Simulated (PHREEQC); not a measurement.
## Acid rinse or clean

A solution holds 36 mmol/kgw HCl, 0.11 mmol/kgw FeCl3 and 37 mmol/kgw KCl, at 25 °C. It is in equilibrium with CO2 at log p = -1 (atm). Otherwise closed; pH follows from the charge balance.

The numbers come from PHREEQC with the ion-association model, phreeqc.dat.

This is a speciation only: nothing precipitates in the calculation.

Predict the pH, specific conductance.

pH 1.52; specific conductance 17800 µS/cm.

In which forms is Fe present?

Fe+3 48 %, FeCl+2 41 %, FeCl2+ 5.5 %, FeOH+2 5.1 % of the Fe.

The solution is supersaturated, for example in Hematite (slow to form), Goethite (slow to form), so a real one may precipitate; this is no full list. Species that the database lacks are ignored.
